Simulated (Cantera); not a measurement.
Mixture: CH4 : CO : O2 : N2 = 1 : 0.046 : 1.06 : 3.62 (molar parts), equivalence ratio 1.9, at 4.00 bar, adiabatic and at constant pressure. Ignition delay is the time to a rise of 400 K.

Model: GRI-Mech 3.0 (53 species, 325 reactions), integrated in Cantera.

**Question.** Predict: delay at 1125 K; delay at 1200 K; delay at 1275 K; delay at 1350 K; delay at 1425 K; apparent activation energy between 1275 and 1425 K.

**Answer.** 
```
Property                                                Result
--------------------------------------------------  ----------
delay at 1125 K                                        51.6 ms
delay at 1200 K                                        18.0 ms
delay at 1275 K                                        6.76 ms
delay at 1350 K                                        2.72 ms
delay at 1425 K                                        1.15 ms
apparent activation energy between 1275 and 1425 K  180 kJ/mol
```
